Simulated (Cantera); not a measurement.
Source: NASA polynomial tables (part measured, part estimated), evaluated in Cantera. Values are per mole of reaction as written; species without (g) are pure solids or liquids, kept so even where they would boil at 1 bar.

N2(g) + 3 B2O2(g) → 2 B2O3(g) + 2 BN

| T (K) | ΔH° (kJ) | ΔS° (J/K) | ΔG° (kJ) | log10 K |
|---|---|---|---|---|
| 300 | (withheld) | (withheld) | (withheld) | (withheld) |
| 2525 | (withheld) | (withheld) | (withheld) | (withheld) |
| 2600 | (withheld) | (withheld) | (withheld) | (withheld) |
| 2675 | (withheld) | (withheld) | (withheld) | (withheld) |
| 2750 | -775.0 | -310.1 | 77.9 | -1.48 |
| 2825 | -773.7 | -309.7 | 101.2 | -1.87 |

**Question.** Fill in the missing entries.

**Answer.** 
- 300, ΔH° (kJ): -805.7
- 300, ΔS° (J/K): -322.5
- 300, ΔG° (kJ): -709.0
- 300, log10 K: 123.44
- 2525, ΔH° (kJ): -778.8
- 2525, ΔS° (J/K): -311.6
- 2525, ΔG° (kJ): 8.0
- 2525, log10 K: -0.16
- 2600, ΔH° (kJ): -777.5
- 2600, ΔS° (J/K): -311.1
- 2600, ΔG° (kJ): 31.3
- 2600, log10 K: -0.63
- 2675, ΔH° (kJ): -776.2
- 2675, ΔS° (J/K): -310.6
- 2675, ΔG° (kJ): 54.6
- 2675, log10 K: -1.07
